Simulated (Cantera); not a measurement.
A Cantera script and its output.

```python
import numpy as np
import cantera as ct

surf = ct.Interface("diamond.yaml", "diamond_100")
gas, bulk = surf.adjacent["gas"], surf.adjacent["diamond"]
k = surf.kinetics_species_index(bulk.species_names[0])
cover = ["c6HH", "c6H*", "c6*H", "c6**", "c6HM", "c6B"]

rows, drift = [], 0.0
print(f"{'xCH3':>10s}{'um/h':>11s}" + "".join(f"{s:>11s}" for s in cover))
for v in [1e-06, 2.3e-06, 5.2e-06, 1.2e-05, 2.7e-05, 6.1e-05, 0.00014, 0.00032, 0.00072]:
    T, P, xH, xCH3 = 1398, 2600, 0.0098, v
    gas.TPX = T, P, {"H": xH, "CH3": xCH3, "CH4": 0.0026, "H2": 1 - xH - xCH3 - 0.0026}
    surf.TP = bulk.TP = T, P
    surf.coverages = "c6H*:0.1, c6HH:0.9"
    surf.advance_coverages(100.0)
    before = surf.coverages
    surf.advance_coverages(100.0)
    drift = max(drift, np.max(np.abs(surf.coverages - before) / (surf.coverages + 1e-9)))
    rate = surf.net_production_rates[k] * bulk.mean_molecular_weight / bulk.density * 3.6e9
    rows.append([rate, *surf[cover].coverages])
    print(f"{v:10.4g}{rate:11.4e}" + "".join(f"{x:11.3e}" for x in rows[-1][1:]))
```

It prints:

```
      xCH3       um/h       c6HH       c6H*       c6*H       c6**       c6HM        c6B
     1e-06 5.4542e-03  3.338e-01  5.942e-02  5.450e-01  6.181e-02  1.978e-07  1.480e-11
   2.3e-06 1.2544e-02  3.338e-01  5.942e-02  5.450e-01  6.180e-02  4.549e-07  3.404e-11
   5.2e-06 2.8359e-02  3.338e-01  5.942e-02  5.450e-01  6.180e-02  1.028e-06  7.696e-11
   1.2e-05 6.5437e-02  3.338e-01  5.942e-02  5.449e-01  6.179e-02  2.373e-06  1.776e-10
   2.7e-05 1.4719e-01  3.338e-01  5.942e-02  5.449e-01  6.178e-02  5.339e-06  3.994e-10
   6.1e-05 3.3234e-01  3.338e-01  5.941e-02  5.449e-01  6.173e-02  1.206e-05  9.018e-10
   0.00014 7.6163e-01  3.338e-01  5.941e-02  5.449e-01  6.164e-02  2.766e-05  2.067e-09
   0.00032 1.7351e+00  3.338e-01  5.939e-02  5.447e-01  6.143e-02  6.313e-05  4.708e-09
   0.00072 3.8755e+00  3.337e-01  5.936e-02  5.444e-01  6.096e-02  1.416e-04  1.052e-08
```

Cantera simulation using the Harris–Goodwin 1993 mechanism for the reconstructed diamond (100) surface; the numbers are that mechanism's predictions, not measurements.
